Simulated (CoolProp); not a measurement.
Vapour-liquid equilibrium of carbon dioxide (1) + 1-butene (2) at 277.1 K; x and y are mole fractions of (1).

Model: multi-fluid Helmholtz-energy mixture model, Span 1996 and Lemmon 2005; pair parameters Bell 2016, in CoolProp.

**Question.** Give the bubble pressure and the first vapour's composition at x = 0.2, 0.35, 0.65. Is there an azeotrope?

**Answer.** x = 0.2: 9.891 bar, y = 0.853; x = 0.35: 15.87 bar, y = 0.911; x = 0.65: 25.49 bar, y = 0.953. No azeotrope shows between x = 0.05 and 0.95.

The pair parameters rest on a limited set of measurements; away from them the model extrapolates. The gap from Raoult's law changes sign with composition, which may be real or a fault of the pair parameters; it wasn't checked against measurements.
